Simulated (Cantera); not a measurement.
## Silicon oxide and oxynitride deposition: Si2H6 + O2 + H2O

Input: 1 mol Si2H6, 0.4 mol O2, 0.18 mol H2O, held at 63.0 Pa.

Equilibrium computed with Cantera from the NASA thermochemical tables; the gas is ideal and each condensed phase is pure. Candidate condensed phases: H2O, Si, SiO2; 18 gas species. The feed counts by its element totals alone. Mutual solubility and eutectic melting of coexisting phases are not modelled. The tables hold silica as quartz up to 1696 K and as liquid above; real silica turns to tridymite and cristobalite and melts near 1996 K. Gases not in the tables: Si2H6 and higher silanes. Kinetics and transport are ignored.

From 575 °C to 1025 °C the condensed part is Si(s) + SiO2(β-quartz). From 1175 °C to 1325 °C the condensed part is Si(s). At 1475 °C the condensed part is Si(l).

```tsv
T (°C)	x H2	x SiO	x H	x Si	x SiH	x SiH2	n Si(s)	n SiO2(β-quartz)	n Si(l)
575	1.00	4.54e-10	7.58e-10	<1e-12	<1e-12	<1e-12	1.51	0.490	0
725	1.000	7.60e-7	8.57e-8	<1e-12	<1e-12	8.84e-11	1.51	0.490	0
875	1.000	0.000178	2.85e-6	2.90e-10	1.55e-10	3.97e-9	1.51	0.490	0
1025	0.988	0.0115	4.24e-5	6.45e-8	1.35e-8	7.30e-8	1.49	0.471	0
1175	0.764	0.236	0.000321	4.64e-6	4.08e-7	5.72e-7	1.02	0	0
1325	0.763	0.235	0.00185	0.000148	7.14e-6	3.73e-6	1.02	0	0
1475	0.756	0.234	0.00791	0.00231	6.71e-5	1.55e-5	0	0	1.01
```
x: gas mole fraction; n: condensed amount in mol.
